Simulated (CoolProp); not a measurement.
Vapour-liquid equilibrium of propylene (1) + R115 (2) at 49.05 °C; x and y are mole fractions of (1).

Computed with CoolProp (multi-fluid Helmholtz-energy mixture model, Lemmon 2013 and Lemmon 2016; pair parameters Bell 2016).

```json
[
 {"x": "0.05", "bubble pressure, mixture model (MPa)": "1.694", "bubble pressure, Raoult's law (MPa)": "1.640", "y, mixture model": "0.074", "y, Raoult's law": "0.061"},
 {"x": "0.125", "bubble pressure, mixture model (MPa)": "1.797", "bubble pressure, Raoult's law (MPa)": "1.669", "y, mixture model": "(withheld)", "y, Raoult's law": "0.151"},
 {"x": "0.2", "bubble pressure, mixture model (MPa)": "1.891", "bubble pressure, Raoult's law (MPa)": "1.699", "y, mixture model": "0.263", "y, Raoult's law": "0.237"},
 {"x": "0.275", "bubble pressure, mixture model (MPa)": "(withheld)", "bubble pressure, Raoult's law (MPa)": "1.728", "y, mixture model": "0.342", "y, Raoult's law": "0.320"},
 {"x": "0.35", "bubble pressure, mixture model (MPa)": "2.044", "bubble pressure, Raoult's law (MPa)": "1.757", "y, mixture model": "0.413", "y, Raoult's law": "0.401"},
 {"x": "0.425", "bubble pressure, mixture model (MPa)": "(withheld)", "bubble pressure, Raoult's law (MPa)": "1.787", "y, mixture model": "0.479", "y, Raoult's law": "0.479"},
 {"x": "0.5", "bubble pressure, mixture model (MPa)": "(withheld)", "bubble pressure, Raoult's law (MPa)": "1.816", "y, mixture model": "0.541", "y, Raoult's law": "0.554"},
 {"x": "0.575", "bubble pressure, mixture model (MPa)": "2.175", "bubble pressure, Raoult's law (MPa)": "1.846", "y, mixture model": "0.600", "y, Raoult's law": "0.627"},
 {"x": "0.65", "bubble pressure, mixture model (MPa)": "2.190", "bubble pressure, Raoult's law (MPa)": "1.875", "y, mixture model": "(withheld)", "y, Raoult's law": "0.698"},
 {"x": "0.725", "bubble pressure, mixture model (MPa)": "2.191", "bubble pressure, Raoult's law (MPa)": "1.905", "y, mixture model": "(withheld)", "y, Raoult's law": "0.766"},
 {"x": "0.8", "bubble pressure, mixture model (MPa)": "2.174", "bubble pressure, Raoult's law (MPa)": "1.934", "y, mixture model": "(withheld)", "y, Raoult's law": "0.832"},
 {"x": "0.875", "bubble pressure, mixture model (MPa)": "2.136", "bubble pressure, Raoult's law (MPa)": "1.963", "y, mixture model": "0.851", "y, Raoult's law": "0.897"},
 {"x": "0.95", "bubble pressure, mixture model (MPa)": "(withheld)", "bubble pressure, Raoult's law (MPa)": "1.993", "y, mixture model": "0.934", "y, Raoult's law": "0.959"}
]
```

Task: Fill in the missing entries.

Result: 
- 0.125, y, mixture model: 0.174
- 0.275, bubble pressure, mixture model (MPa): 1.974
- 0.425, bubble pressure, mixture model (MPa): 2.101
- 0.5, bubble pressure, mixture model (MPa): 2.145
- 0.65, y, mixture model: 0.658
- 0.725, y, mixture model: 0.718
- 0.8, y, mixture model: 0.781
- 0.95, bubble pressure, mixture model (MPa): 2.073

The largest gap from Raoult's law is +18.1 % in bubble pressure, at x = 0.5. y crosses x between x = 0.65 and 0.725: the model has an azeotrope there.

Pair parameters are fitted to limited data, so mixtures are less certain than the pure fluids.
